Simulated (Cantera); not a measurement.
An adiabatic, constant-volume homogeneous reactor starts with 6.48 % CH₄, 19.6 % O₂, 73.9 % N₂, equivalence ratio 0.66, at 1700 K and 1.38 atm.

Model: GRI-Mech 3.0 (53 species, 325 reactions), integrated in Cantera.

x: mole fraction; the columns are a selection and need not sum to one.

| t (s) | T (K) | P (bar) | x CH₄ | x O₂ | x H₂O₂ | x C₂H₆ | x CH₂ |
|---|---|---|---|---|---|---|---|
| 8.00e-6 | 1700 | 1.40 | 0.0648 | 0.196 | 6.49e-8 | 2.22e-8 | 9.23e-11 |
| 1.89e-5 | 1700 | 1.40 | 0.0647 | 0.196 | 1.52e-7 | 3.85e-7 | 5.85e-10 |
| 4.45e-5 | 1700 | 1.40 | 0.0644 | 0.196 | 3.21e-7 | 8.71e-6 | 6.58e-9 |
| 0.000105 | 1715 | 1.41 | 0.0603 | 0.194 | [?] | [?] | [?] |
| 0.000247 | 2846 | 2.41 | <1e-12 | 0.0669 | 5.66e-7 | <1e-12 | <1e-12 |
| 0.000583 | 2839 | 2.40 | <1e-12 | 0.0634 | 5.51e-7 | <1e-12 | <1e-12 |
| 0.00137 | 2830 | 2.40 | <1e-12 | 0.0603 | 5.31e-7 | <1e-12 | <1e-12 |
| 0.00324 | 2828 | 2.39 | <1e-12 | 0.0595 | 5.27e-7 | <1e-12 | <1e-12 |
| 0.00763 | 2828 | 2.39 | <1e-12 | 0.0595 | 5.26e-7 | <1e-12 | <1e-12 |
| 0.0180 | 2828 | 2.39 | <1e-12 | 0.0595 | 5.26e-7 | <1e-12 | <1e-12 |
| 0.0424 | 2828 | 2.39 | <1e-12 | 0.0595 | 5.26e-7 | <1e-12 | <1e-12 |
| 0.100 | 2828 | 2.39 | <1e-12 | 0.0595 | 5.26e-7 | <1e-12 | <1e-12 |

**Question.** Complete the blanks.

**Answer.** 
- 0.000105, x H₂O₂: 2.20e-6
- 0.000105, x C₂H₆: 0.000312
- 0.000105, x CH₂: 3.15e-7
